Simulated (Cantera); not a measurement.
Adiabatic ignition

An adiabatic, constant-volume homogeneous reactor starts with CH3OH : O2 : N2 = 1 : 0.938 : 9.38 (molar parts), equivalence ratio 1.6, at 1323 K and 0.474 atm.

Model: GRI-Mech 3.0 (53 species, 325 reactions), integrated in Cantera. GRI-Mech 3.0 was tuned for natural gas; its chemistry of methanol as a main component is partial and can be far from experiment.

| t (s) | T (K) | P (bar) | x CH3OH | x O2 | x CH3 | x C2H | x HCN | x O | x CH2O |
|---|---|---|---|---|---|---|---|---|---|
| 2.00e-6 | 1323 | 0.480 | 0.0884 | 0.0829 | 4.35e-8 | <1e-12 | <1e-12 | 9.73e-10 | 9.21e-8 |
| 6.07e-6 | 1323 | 0.480 | 0.0884 | 0.0829 | 1.27e-7 | <1e-12 | <1e-12 | 1.06e-9 | 4.58e-7 |
| 1.84e-5 | 1323 | 0.480 | 0.0884 | 0.0829 | 3.48e-7 | <1e-12 | <1e-12 | 1.08e-9 | 1.64e-6 |
| 5.58e-5 | 1323 | 0.480 | 0.0883 | 0.0829 | 7.81e-7 | <1e-12 | <1e-12 | 1.12e-9 | 5.60e-6 |
| 0.000169 | 1323 | 0.480 | 0.0883 | 0.0829 | 1.12e-6 | <1e-12 | <1e-12 | 1.20e-9 | 1.96e-5 |
| 0.000514 | 1323 | 0.480 | 0.0883 | 0.0828 | 9.48e-7 | <1e-12 | <1e-12 | 1.50e-9 | 7.81e-5 |
| 0.00156 | 1324 | 0.481 | 0.0876 | 0.0825 | 6.01e-7 | <1e-12 | <1e-12 | 4.39e-9 | 0.000654 |
| 0.00473 | 2291 | 0.914 | <1e-12 | 0.000419 | <1e-12 | <1e-12 | 1.79e-10 | 0.000321 | 6.50e-10 |
| 0.0143 | 2341 | 0.931 | <1e-12 | 7.36e-5 | <1e-12 | <1e-12 | 2.41e-9 | 5.60e-5 | 7.44e-10 |
| 0.0435 | 2340 | 0.930 | <1e-12 | 7.24e-5 | <1e-12 | <1e-12 | 4.02e-9 | 5.52e-5 | 7.46e-10 |
| 0.132 | 2339 | 0.930 | <1e-12 | 7.16e-5 | <1e-12 | <1e-12 | 5.43e-9 | 5.47e-5 | 7.47e-10 |
| 0.400 | 2339 | 0.930 | <1e-12 | 7.15e-5 | <1e-12 | <1e-12 | 5.55e-9 | 5.47e-5 | 7.47e-10 |
x: mole fraction; the columns are a selection and need not sum to one.

| Quantity | Result |
|---|---|
| time of steepest temperature rise | 3.48 ms |
| temperature at 0.400 s | 2339 K |
| equilibrium temperature | 2339 K |
| x(CH3OH) at 0.400 s | <1e-12 (gas-phase equilibrium <1e-12) |
| x(O2) at 0.400 s | 7.15e-5 (gas-phase equilibrium 7.15e-5) |
| x(CH3) at 0.400 s | <1e-12 (gas-phase equilibrium <1e-12) |
